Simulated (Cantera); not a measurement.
## Thermodynamics of carbon deposition, reforming and gasification, feed C₂H₂ + NH₃

A closed system holds: 1 mol C₂H₂, 0.72 mol NH₃, equilibrated at 0.533 Torr.

Method: chemical equilibrium by Gibbs-energy minimisation in Cantera with the NASA 1993 tables (ideal gas, pure condensed phases). Candidate condensed phases: C, C₆H₆, C₇H₈, C₈H₁₈; 92 gas species. Kinetics and transport are ignored.

```csv
T (K),x H₂,x H,x N₂,x HCN,x C₃,x CN,n C(graphite)
2050,0.779,0.0751,0.139,0.00588,1.30e-7,1.49e-5,1.98
2150,0.722,0.135,0.133,0.00792,1.21e-6,4.77e-5,1.97
2250,0.639,0.223,0.126,0.01000,9.15e-6,0.000136,1.96
2350,0.528,0.340,0.116,0.0117,5.82e-5,0.000349,1.94
2450,0.399,0.477,0.105,0.0128,0.000316,0.000819,1.92
2550,0.272,0.611,0.0939,0.0128,0.00150,0.00178,1.89
2650,0.167,0.718,0.0843,0.0120,0.00630,0.00363,1.81
```
x: gas mole fraction; n: condensed amount in mol.

From 2050 K to 2650 K the condensed part is C(graphite). The main C-bearing gas is HCN at 2050 K and C₃ at 2650 K. The share of C in condensed phases is highest at 2050 K (99.0 %) and lowest at 2650 K (90.6 %).
